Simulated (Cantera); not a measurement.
Input: 1 mol Pb, 1.7 mol H2, at 725 °C and 6.38 Torr.

These are equilibrium values from Cantera (NASA tables, ideal gas, pure condensed phases), not measurements of a reactor. Candidate condensed phases: Pb; 4 gas species. Equilibrium is a limit: real reactors are often held back by kinetics, nucleation or transport.

Base state: H2 0.998, Pb 0.00183 (mole fractions); condensed: Pb(l).

Q: What changes in the equilibrium state with this change: temperature from 725 °C to 1325 °C?

A: 
| species | before | after |
|---|---|---|
| H2 | 0.998 | 0.629 |
| Pb | 0.00183 | 0.370 |
| H | 2.34e-8 | 0.000458 |
| Pb2 | 5.60e-9 | 1.47e-5 |
| Pb(l), mol | 0.997 | 0 |

Q: What changes in the equilibrium state with this change: temperature from 725 °C to 1052 °C?

A: 
| species | before | after |
|---|---|---|
| H2 | 0.998 | 0.630 |
| Pb | 0.00183 | 0.370 |
| Pb2 | 5.60e-9 | 3.80e-5 |
| H | 2.34e-8 | 1.41e-5 |
| Pb(l), mol | 0.997 | 0 |
